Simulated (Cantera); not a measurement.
A Cantera script and its output.

```python
import numpy as np
import cantera as ct

gas = ct.Solution("gri30.yaml")
gas.TPX = 1525, 13332, {'C2H4': 1, 'H2': 41}
reactor = ct.IdealGasConstPressureReactor(gas, energy="off", clone=False)
net = ct.ReactorNet([reactor])
net.rtol, net.atol = 1e-08, 1e-18
show = ['C2H4', 'H2', 'C2H', 'CH2', 'CH4', 'C2H6', 'H']
times = np.geomspace(7e-06, 30, 12)

steps = ct.SolutionArray(gas, extra=["t"])
rows = []
print(f"{'t/s':>10s}{'T/K':>9s}{'P/Pa':>11s}" + "".join(f"{s:>11s}" for s in show))
for t in times:
    while net.time < t:
        t_next = net.step()
        steps.append(gas.state, t=t_next)
    rows.append([np.interp(t, steps.t, y) for y in (steps.T, steps.P, *steps(*show).X.T)])
    print(f"{t:10.3e}{rows[-1][0]:9.1f}{rows[-1][1]:11.4g}" + "".join(f"{x:11.3e}" for x in rows[-1][2:]))
rate = np.gradient(steps.T, steps.t)
print("integrator steps:", len(steps.t))
if steps.T.max() > steps.T[0] + 200:
    print(f"time of steepest temperature rise: {steps.t[rate.argmax()]:.4e} s")
gas.TPX = 1525, 13332, {'C2H4': 1, 'H2': 41}
gas.equilibrate("TP")
print(f"equilibrium (TP): T = {gas.T:.1f} K  " + "  ".join(f"{s} {gas[s].X[0]:.3e}" for s in show))
```

Output:

```
       t/s      T/K       P/Pa       C2H4         H2        C2H        CH2        CH4       C2H6          H
 7.000e-06   1525.0  1.333e+04  2.381e-02  9.762e-01  8.433e-18  3.815e-15  1.900e-14  3.299e-11  2.847e-09
 2.805e-05   1525.0  1.333e+04  2.380e-02  9.762e-01  1.415e-16  3.931e-14  1.556e-12  2.347e-10  1.234e-08
 1.124e-04   1525.0  1.333e+04  2.379e-02  9.762e-01  2.308e-15  2.163e-13  5.731e-11  1.441e-09  5.054e-08
 4.506e-04   1525.0  1.333e+04  2.373e-02  9.762e-01  3.794e-14  9.347e-13  1.909e-09  1.196e-08  2.053e-07
 1.806e-03   1525.0  1.333e+04  2.346e-02  9.762e-01  6.734e-13  4.070e-12  7.852e-08  1.281e-07  8.905e-07
 7.239e-03   1525.0  1.333e+04  2.220e-02  9.762e-01  2.237e-11  2.757e-11  3.687e-06  1.519e-06  6.342e-06
 2.901e-02   1525.0  1.333e+04  1.169e-02  9.764e-01  1.111e-09  1.018e-10  1.234e-04  4.914e-06  4.204e-05
 1.163e-01   1525.0  1.333e+04  7.813e-04  9.765e-01  3.218e-09  3.242e-11  2.992e-04  3.842e-07  6.417e-05
 4.660e-01   1525.0  1.333e+04  6.367e-04  9.764e-01  3.709e-09  5.905e-11  5.014e-04  3.263e-07  7.382e-05
 1.868e+00   1525.0  1.333e+04  6.263e-04  9.760e-01  3.567e-09  1.310e-10  1.291e-03  3.214e-07  7.213e-05
 7.485e+00   1525.0  1.333e+04  5.899e-04  9.745e-01  3.196e-09  3.540e-10  4.054e-03  3.265e-07  6.852e-05
 3.000e+01   1525.0  1.333e+04  5.181e-04  9.717e-01  2.661e-09  7.415e-10  9.571e-03  4.225e-07  6.492e-05
integrator steps: 777
equilibrium (TP): T = 1525.0 K  C2H4 5.001e-04  H2 9.709e-01  C2H 2.543e-09  CH2 8.326e-10  CH4 1.097e-02  C2H6 4.633e-07  H 6.428e-05
```

Computed with Cantera and GRI-Mech 3.0 (53 species, 325 reactions). GRI-Mech 3.0 was tuned for natural gas; its chemistry of ethylene as a main component is partial and can be far from experiment. GRI-Mech 3.0 stops at C3 and has no aromatics, soot or wall deposition, so with more carbon than oxygen in the feed, carbon stays in small species such as C2H2 where larger ones or solid carbon would form.
